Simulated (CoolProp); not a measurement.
Vapour-liquid equilibrium of CHF3 (R23) (1) + R152A (2) at -49.55 °C; x and y are mole fractions of (1).

Values from CoolProp's multi-fluid Helmholtz-energy mixture model, Penoncello 2003 and Outcalt 1996; pair parameters Bell 2016.

```csv
x,bubble pressure (MPa),y at the bubble point,dew pressure at overall composition x (MPa),liquid density (mol/L)
0.05,0.04683,0.423,…,…
0.2,0.1070,0.781,…,16.69
0.35,0.1724,0.887,0.04203,…
0.5,0.2417,…,0.05329,17.57
0.65,…,…,0.07276,17.99
0.8,0.3868,…,0.1147,18.37
0.95,0.4620,0.996,0.2716,18.68
```

### Question
What belongs in the gaps?

### Answer

- 0.05, dew pressure at overall composition x (MPa): 0.02953
- 0.05, liquid density (mol/L): 16.24
- 0.2, dew pressure at overall composition x (MPa): 0.03469
- 0.35, liquid density (mol/L): 17.13
- 0.5, y at the bubble point: 0.936
- 0.65, bubble pressure (MPa): 0.3134
- 0.65, y at the bubble point: 0.965
- 0.8, y at the bubble point: 0.983

No azeotrope shows between x = 0.05 and 0.95.

The pair parameters rest on a limited set of measurements; away from them the model extrapolates.
